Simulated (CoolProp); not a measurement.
Saturation properties of propylene.

Values from CoolProp's reference Helmholtz-energy equation of state, Lemmon 2013.

| T (K) | p (MPa) | vapour density (kg/m³) | vapour viscosity (µPa s) |
|---|---|---|---|
| 188.2 | 0.01255 | 0.3401 | 5.32 |
| 199.3 | 0.02565 | 0.6602 | (withheld) |
| 210.3 | 0.04786 | 1.177 | (withheld) |
| 221.3 | 0.08324 | (withheld) | 6.24 |
| 232.3 | 0.1365 | 3.112 | 6.54 |
| 243.4 | 0.2137 | 4.731 | 6.86 |
| 254.4 | 0.3193 | 6.908 | 7.19 |
| 265.4 | 0.4601 | 9.789 | 7.54 |
| 276.4 | 0.6428 | 13.54 | 7.94 |
| 287.5 | 0.8766 | 18.41 | 8.39 |

Problem. Complete the blanks.

Solution. 
- 199.3, vapour viscosity (µPa s): 5.63
- 210.3, vapour viscosity (µPa s): 5.93
- 221.3, vapour density (kg/m³): 1.965

It boils at 225.5 K under 1 atm.

Viscosity comes from a separate model (Huber 2003), an estimate that may be off by 10 % or more.
